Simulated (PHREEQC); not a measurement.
A made-up water analysis in mg/L, 90 °C, pH 7.39, pe 0.3: Na 8790; K 74.3; Ca 67; Mg 14.4; Cl 13300; S(6) as SO4 285; Alkalinity as HCO3 61.5; Fe(2) 293; F 5.7.

Valence states are taken as typed.

Equilibrium calculation in PHREEQC: ion-association model, phreeqc.dat.

No solid was allowed to form.

Estimate the activity of water, density, specific conductance.

activity of water 0.987; density 0.981 g/cm³; specific conductance 98600 µS/cm.

In which forms is Ca present?

Ca+2 98 %, CaSO4 1.8 % of the Ca.

The solution is supersaturated, for example in Siderite, so a real one may precipitate; this is no full list. Away from 25 °C the constants follow the database's enthalpies or fits; those with neither stay at their 25 °C values. Fluoro complexes past AlF4- and FeF3 are missing from the database.
